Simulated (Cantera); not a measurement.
**Equilibrium for halide evaporation, hydrolysis and transport: AlF₃ + HF + N₂ + H₂O**

Input: 1 mol AlF₃, 3.4 mol HF, a varied amount of N₂, 7.9 mol H₂O, held at 1923.15 K and 2.00 Pa.

These are equilibrium values from Cantera (NASA tables, ideal gas, pure condensed phases), not measurements of a reactor. Candidate condensed phases: Al, AlF₃, AlN, Al₂O₃, H₂O; 57 gas species. The tables' values for AlOF are old estimates; treat these amounts as uncertain. The numbers say what is thermodynamically allowed, not how fast it happens.

```
n(N₂) (mol)   x N₂   x H₂O    x HF     x H     x H₂  x AlF₂O     x O₂     x OH
-----------  -----  ------  ------  ------  -------  -------  -------  -------
27           0.644   0.116   0.106  0.0396   0.0353   0.0235   0.0135   0.0112
34           0.693  0.0963  0.0901  0.0371   0.0309   0.0200   0.0121  0.00995
43           0.738  0.0786  0.0759  0.0345   0.0267   0.0168   0.0107  0.00873
55           0.780  0.0625  0.0628  0.0318   0.0227   0.0139  0.00940  0.00752
71           0.818  0.0485  0.0510  0.0291   0.0190   0.0112  0.00810  0.00639
90           0.848  0.0377  0.0418  0.0266   0.0159  0.00914  0.00699  0.00543
110          0.870  0.0302  0.0351  0.0246   0.0136  0.00765  0.00614  0.00470
150          0.899  0.0210  0.0266  0.0216   0.0105  0.00576  0.00496  0.00372
190          0.916  0.0157  0.0214  0.0195  0.00858  0.00462  0.00417  0.00308
240          0.931  0.0116  0.0173  0.0176  0.00694  0.00369  0.00349  0.00253
```
x: gas mole fraction; nothing condenses.

From 27 mol N₂ to 240 mol N₂ nothing is condensed. The main Al-bearing gas is AlF₂O throughout.
